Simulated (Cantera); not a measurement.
Input (Python, Cantera) and output of one run.

```python
import numpy as np
import cantera as ct

gas_names = """
    AL ALN ALO ALO2 AL2 AL2O AL2O2 N NO NO2 NO3 N2 N2O O O2 O3
""".split()
cond_names = """
    AL(cr) AL(L) ALN(s) AL2O3(a) AL2O3(L)
""".split()


# ... load() reads the species with a 1 bar reference pressure and builds the phases ...
atoms = {
    'Al': {'AL': 1},
    'N2O': {'N': 2, 'O': 1},
    'N2': {'N': 2},
}
top_T = {'ALN(s)': 2750}  # K; cautious upper limits of use, not melting points


# ... equilibrate(T, P, feed) seeds the gas with the atoms and calls Mixture.equilibrate('TP', solver="vcs", rtol=1e-11, max_steps=5000) ...
results = []
T = 2048.15  # K
P = 100000  # Pa
for m in [0.53, 0.66, 0.82, 1, 1.3, 1.6, 2, 2.4, 3, 3.8, 4.7]:
    feed = {'Al': 1, 'N2O': m, 'N2': 1.2}  # mol
    mix = equilibrate(T, P, feed)
    results.append((T, P, feed, dict(zip(mix.species_names, mix.species_moles))))

top = {s: max(r[3][s] / sum(r[3][g] for g in gas_names) for r in results) for s in gas_names}
cols = sorted((s for s in top if top[s] > 1e-06), key=lambda s: -top[s])[:9]
seen = [c for c in cond_names if any(r[3].get(c, 0) > 1e-12 for r in results)]
print("log10 of partial pressures in bar; condensed amounts in mol")
print(f"{'n(N2O)':>10s}" + "".join(f"{s[:9]:>10s}" for s in cols + seen))
for T, P, feed, n in results:
    ng = sum(n[g] for g in gas_names)
    print(f"{feed['N2O']:10.4g}" + "".join(f"{np.log10(max(n[s] / ng * P / 1e5, 1e-99)):10.3f}" for s in cols)
          + "".join(f"{n.get(c, 0):10.4g}" for c in seen))
```

Result:

```
log10 of partial pressures in bar; condensed amounts in mol
    n(N2O)        N2        O2        NO         O        AL      AL2O       NO2    ALN(s)  AL2O3(a)
      0.53    -0.000   -14.285    -8.811   -10.160    -4.301    -4.618   -18.410    0.6466    0.1767
      0.66    -0.000   -14.285    -8.811   -10.160    -4.301    -4.618   -18.410    0.5599      0.22
      0.82    -0.000   -14.285    -8.811   -10.160    -4.301    -4.618   -18.410    0.4532    0.2733
         1    -0.000   -14.285    -8.811   -10.160    -4.301    -4.618   -18.410    0.3332    0.3333
       1.3    -0.000   -14.285    -8.811   -10.160    -4.301    -4.618   -18.410    0.1331    0.4333
       1.6    -0.008    -1.792    -2.569    -3.914   -13.670   -17.110    -5.922         0       0.5
         2    -0.034    -1.157    -2.265    -3.596   -14.146   -17.745    -5.300         0       0.5
       2.4    -0.053    -0.968    -2.180    -3.502   -14.288   -17.934    -5.120         0       0.5
         3    -0.073    -0.831    -2.121    -3.433   -14.391   -18.071    -4.993         0       0.5
       3.8    -0.092    -0.738    -2.084    -3.387   -14.460   -18.164    -4.910         0       0.5
       4.7    -0.107    -0.680    -2.063    -3.358   -14.504   -18.222    -4.859         0       0.5
```

Cantera equilibrium calculation (NASA polynomials, part measured and part estimated; ideal gas, pure solids and liquids). Mutual solubility and eutectic melting of coexisting phases are not modelled. Condensed phases not in the tables: aluminium oxynitride.
